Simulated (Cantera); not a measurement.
An isothermal, constant-pressure homogeneous reactor starts with CH₄ : H₂ = 1 : 11 (molar parts), at 1800 K and 0.132 atm.

Cantera simulation using GRI-Mech 3.0 (53 species, 325 reactions); the numbers are that mechanism's predictions, not measurements. GRI-Mech 3.0 stops at C3 and has no aromatics, soot or wall deposition, so with more carbon than oxygen in the feed, carbon stays in small species such as C2H2 where larger ones or solid carbon would form.

x: mole fraction; the columns are a selection and need not sum to one.

| t (s) | x CH₄ | x H₂ | x H | x C₂H | x CH₃ | x C₂H₂ | x CH₂ |
|---|---|---|---|---|---|---|---|
| 5.00e-5 | 0.0833 | 0.917 | 3.30e-5 | <1e-12 | 5.93e-5 | 1.21e-10 | 2.06e-9 |
| 0.000150 | 0.0831 | 0.917 | 9.80e-5 | <1e-12 | 0.000178 | 1.46e-8 | 1.97e-8 |
| 0.000452 | 0.0827 | 0.916 | … | 5.64e-12 | … | … | … |
| 0.00136 | 0.0810 | 0.917 | 0.000654 | 1.27e-9 | 0.00116 | 0.000204 | 7.58e-7 |
| 0.00408 | 0.0748 | 0.920 | 0.000792 | 2.12e-8 | 0.00129 | 0.00281 | 9.97e-7 |
| 0.0123 | 0.0602 | 0.928 | 0.000817 | 7.55e-8 | 0.00106 | 0.00980 | 8.65e-7 |
| 0.0368 | 0.0373 | 0.940 | 0.000863 | 1.66e-7 | 0.000687 | 0.0207 | 6.17e-7 |
| 0.111 | 0.0167 | 0.951 | 0.000916 | 2.57e-7 | 0.000324 | 0.0305 | 3.26e-7 |
| 0.333 | … | 0.957 | 0.000951 | 3.08e-7 | … | 0.0355 | … |
| 1.00 | 0.00233 | 0.959 | 0.000964 | 3.27e-7 | 4.71e-5 | 0.0372 | 5.29e-8 |

Q: What belongs in the gaps?

A: 
- 0.000452, x H: 0.000284
- 0.000452, x CH₃: 0.000514
- 0.000452, x C₂H₂: 2.08e-6
- 0.000452, x CH₂: 1.61e-7
- 0.333, x CH₄: 0.00612
- 0.333, x CH₃: 0.000122
- 0.333, x CH₂: 1.33e-7
